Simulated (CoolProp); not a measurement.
1,2-dichloroethane along the isotherm 226.85 °C: fugacity coefficient from the reference equation and from simpler models built on Tc = 288.4 °C, pc = 52.26 bar, ω = 0.269; each cubic takes its own stable root.

Model: reference Helmholtz-energy equation of state, Thol 2015, in CoolProp.

```json
[
 {"p (bar)": "0.248", "phase": "gas", "reference": "0.9976", "Redlich-Kwong": "0.9978", "Peng-Robinson": "0.9974"},
 {"p (bar)": "0.564", "phase": "gas", "reference": "0.9945", "Redlich-Kwong": "0.9949", "Peng-Robinson": "0.9942"},
 {"p (bar)": "1.28", "phase": "gas", "reference": "0.9876", "Redlich-Kwong": "0.9884", "Peng-Robinson": "0.9868"},
 {"p (bar)": "2.92", "phase": "gas", "reference": "0.9718", "Redlich-Kwong": "(withheld)", "Peng-Robinson": "0.9700"},
 {"p (bar)": "6.65", "phase": "gas", "reference": "0.9359", "Redlich-Kwong": "0.9401", "Peng-Robinson": "0.9321"},
 {"p (bar)": "15.1", "phase": "gas", "reference": "0.8550", "Redlich-Kwong": "(withheld)", "Peng-Robinson": "0.8478"},
 {"p (bar)": "34.4", "phase": "liquid", "reference": "0.5238", "Redlich-Kwong": "(withheld)", "Peng-Robinson": "0.5246"},
 {"p (bar)": "78.4", "phase": "liquid", "reference": "0.2584", "Redlich-Kwong": "0.3049", "Peng-Robinson": "(withheld)"}
]
```

Q: Complete the blanks.

A: 
- 2.92, Redlich-Kwong: 0.9736
- 15.1, Redlich-Kwong: 0.8650
- 34.4, Redlich-Kwong: 0.6012
- 78.4, Peng-Robinson: 0.2602
